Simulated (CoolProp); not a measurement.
Vapour-liquid equilibrium of cyclohexane (1) + n-dodecane (2) at 0.544 MPa; x and y are mole fractions of (1).

The numbers come from the multi-fluid Helmholtz-energy mixture model, Zhou 2014 and Lemmon 2004; pair parameters Bell 2016 in CoolProp.

```tsv
x	bubble temperature (K)	y at the bubble point	dew temperature at overall composition x (K)	liquid density (mol/L)
0.05	562.7	0.186	571.7	3.103
0.15	537.8	0.502	565.2	3.456
0.25	514.0	0.715	558.2	3.826
0.35	493.1	0.840	550.7	4.210
0.45	475.7	0.910	542.5	4.612
0.55	461.4	0.949	533.2	5.042
0.65	449.7	0.971	522.3	5.509
0.75	440.0	0.985	508.9	6.028
0.85	432.0	0.993	490.9	6.613
0.95	425.3	0.998	460.8	7.285
```

No azeotrope shows between x = 0.05 and 0.95.

The pair parameters rest on a limited set of measurements; away from them the model extrapolates.
